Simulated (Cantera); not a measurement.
Feed: 1 mol SiCl₄, 0.27 mol O₃, held at 500 K and 4.40 mbar.

Method: chemical equilibrium by Gibbs-energy minimisation in Cantera with the NASA 1993 tables (ideal gas, pure condensed phases). The numbers say what is thermodynamically allowed, not how fast it happens.

```json
[
 {"species": "SiCl₄", "before": "0.423", "after": "0.717"},
 {"species": "Cl₂", "before": "0.577", "after": "0.283"},
 {"species": "SiO₂(α-quartz), mol", "before": "0.405", "after": "0.165"}
]
```
Gas species are given as mole fractions.

Name the change that produced these shifts.
(A) O₃ from 0.27 to 1.4 mol
(B) O₃ from 0.27 to 1.3 mol
(C) O₃ from 0.27 to 0.11 mol
(D) temperature from 500 K to 1550 K

C, O₃ from 0.27 to 0.11 mol
